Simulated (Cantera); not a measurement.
Cantera run:

```python
import numpy as np
import cantera as ct

gas_names = """
    H H2 H2S N NH NH2 NH3 N2 N2H2 N2H4 Pb PbS Pb2 S SH SN S2 S8
""".split()
cond_names = """
    Pb(cr) Pb(L) PbS(s) PbS(L) S(cr1) S(cr2) S(L)
""".split()


def load(file, names, dense=False):
    # The tables refer to 1 bar. Condensed volumes are neglected.
    table = {s.name: s for s in ct.Species.list_from_file(file)}
    out = []
    for n in names:
        d = dict(table[n].input_data)
        d["thermo"] = dict(d["thermo"], **{"reference-pressure": 1e5})
        if dense:
            d["equation-of-state"] = {"model": "constant-volume", "density": "1e6 g/cm^3"}
        out.append(ct.Species.from_dict(d))
    return out


gas = ct.Solution(thermo="ideal-gas", species=load("nasa_gas.yaml", gas_names))
cond = {s.name: ct.Solution(thermo="fixed-stoichiometry", species=[s], name=s.name)
        for s in load("nasa_condensed.yaml", cond_names, dense=True)}
atoms = {
    'PbS': {'Pb': 1, 'S': 1},
    'H2': {'H': 2},
    'N2': {'N': 2},
}
top_T = {}  # K; cautious upper limits of use, not melting points


def equilibrate(T, P, feed):
    n = {}
    for name, mol in feed.items():
        for a, k in atoms[name].items():
            n[a] = n.get(a, 0.0) + k * mol
    gas.TPX = T, P, n
    mass = sum(n.values()) * gas.mean_molecular_weight
    gas.equilibrate("TP")
    valid = [c for c in cond.values() if c.min_temp <= T <= top_T.get(c.name, c.max_temp)]
    mix = ct.Mixture([(gas, mass / gas.mean_molecular_weight)] + [(c, 0.0) for c in valid])
    mix.T, mix.P = T, P
    mix.equilibrate("TP", solver="vcs", rtol=1e-11, max_steps=5000)
    return mix


results = []
feed = {'PbS': 1, 'H2': 120, 'N2': 4.2}  # mol
T = 2123  # K
P = 140  # Pa
mix = equilibrate(T, P, feed)
results.append((T, P, feed, dict(zip(mix.species_names, mix.species_moles))))
print(gas.report(threshold=0.0001))
for i in range(1, mix.n_phases):
    print(f"{mix.phase(i).name:16s} {mix.phase_moles(i):12.5e} mol")
```

Result:

```
       temperature   2123 K
          pressure   140 Pa
           density   3.6029e-05 kg/m^3
  mean mol. weight   4.5427 kg/kmol
   phase of matter   gas

                          1 kg             1 kmol
                     ---------------   ---------------
          enthalpy        1.7132e+07        7.7824e+07  J
   internal energy        1.3246e+07        6.0172e+07  J
           entropy             54812        2.4899e+05  J/K
    Gibbs function       -9.9235e+07       -4.5079e+08  J
 heat capacity c_p            7333.3             33313  J/K
 heat capacity c_v            5503.1             24999  J/K

                      mass frac. Y      mole frac. X     chem. pot. / RT
                     ---------------   ---------------   ---------------
                 H          0.019781          0.089146           -13.195
                H2           0.38362           0.86442           -26.389
               H2S         0.0023989         0.0003198           -45.906
                N2           0.19648           0.03186           -37.161
                Pb           0.34281         0.0075159           -24.271
                 S          0.029423         0.0041691           -19.517
                SH          0.014361         0.0019729           -32.712
                S2         0.0074376        0.00052693           -39.034
     [  +10 minor]         0.0036873        7.0237e-05

Pb(L)             0.00000e+00 mol
PbS(L)            0.00000e+00 mol
S(L)              0.00000e+00 mol
```

Equilibrium computed with Cantera from the NASA thermochemical tables; the gas is ideal and each condensed phase is pure.
